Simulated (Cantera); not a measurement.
Feed: 1 mol CH2F2, 0.83 mol H2, held at 948 K and 0.0510 bar.

These are equilibrium values from Cantera (NASA tables, ideal gas, pure condensed phases), not measurements of a reactor. Candidate condensed phases: C, C6H6, C7H8, C8H18; 95 gas species. Rates play no part.

Base state: HF 0.707, H2 0.292, CH4 0.000746 (mole fractions); condensed: C(graphite).

Problem. What changes in the equilibrium state with this change: H2 from 0.83 to 3.3 mol?

Solution. 
```json
[
 {"species": "H2", "before": "0.292", "after": "0.618"},
 {"species": "HF", "before": "0.707", "after": "0.379"},
 {"species": "CH4", "before": "0.000746", "after": "0.00334"},
 {"species": "C(graphite), mol", "before": "0.998", "after": "0.982"}
]
```
